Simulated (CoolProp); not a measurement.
A single-stage vapour-compression cycle with the fluid: evaporating at 318.15 K (dew point), condensing at 387.15 K (bubble point), superheat 0 K, subcooling 2 K, compressor efficiency 0.75, no pressure losses. The same conditions are run with several fluids, on thermodynamics alone (safety and materials aside).

The numbers come from the reference Helmholtz-energy equation of state of each fluid (the fluoroketone C6F12O (FK-5-1-12): McLinden 2015; cyclohexane: Zhou 2014; R124: de Vries 1995; n-perfluoropentane: Gao 2022; trans-2-butene: Lemmon 2005; R365MFC: Lemmon 2016) in CoolProp.

```json
[
 {"fluid": "the fluoroketone C6F12O (FK-5-1-12)", "cooling COP": "0.719", "pressure ratio": "7.09", "discharge temperature (K)": "387.1", "refrigerating effect (kJ/kg)": "11.3", "volumetric capacity (kJ/m³)": "125"},
 {"fluid": "cyclohexane", "cooling COP": "2.61", "pressure ratio": "8.32", "discharge temperature (K)": "387.2", "refrigerating effect (kJ/kg)": "238", "volumetric capacity (kJ/m³)": "231"},
 {"fluid": "R124", "cooling COP": "1.41", "pressure ratio": "4.57", "discharge temperature (K)": "392.6", "refrigerating effect (kJ/kg)": "42.2", "volumetric capacity (kJ/m³)": "1760"},
 {"fluid": "n-perfluoropentane", "cooling COP": "0.489", "pressure ratio": "6.02", "discharge temperature (K)": "387.1", "refrigerating effect (kJ/kg)": "7.39", "volumetric capacity (kJ/m³)": "153"},
 {"fluid": "trans-2-butene", "cooling COP": "2.12", "pressure ratio": "4.67", "discharge temperature (K)": "390.2", "refrigerating effect (kJ/kg)": "178", "volumetric capacity (kJ/m³)": "1790"},
 {"fluid": "R365MFC", "cooling COP": "2.08", "pressure ratio": "6.76", "discharge temperature (K)": "387.2", "refrigerating effect (kJ/kg)": "84.9", "volumetric capacity (kJ/m³)": "601"}
]
```

The compression ends wet for: the fluoroketone C6F12O (FK-5-1-12); cyclohexane; n-perfluoropentane; R365MFC.
